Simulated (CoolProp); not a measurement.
CH3F (R41) along the isobar 40.9 bar: fugacity coefficient from the reference equation and from simpler models built on Tc = 317.3 K, pc = 59.06 bar, ω = 0.200; each cubic takes its own stable root.

Model: reference Helmholtz-energy equation of state, Lemmon 2006, in CoolProp. It is a short technical equation, of lower accuracy than the large ones.

```
T (K)   phase  reference  van der Waals  Soave-Redlich-Kwong
-----  ------  ---------  -------------  -------------------
156.3  liquid   0.001808        0.04285             0.001632
194.7  liquid    0.02600         0.1518              0.02613
233.1  liquid     0.1347         0.3459               0.1429
271.5  liquid     0.3924         0.6055               0.4231
309.8     gas     0.7203         0.7821               0.7520
348.2     gas     0.8115         0.8384               0.8341
386.6     gas     0.8667         0.8765               0.8865
425       gas     0.9034         0.9039               0.9221
```
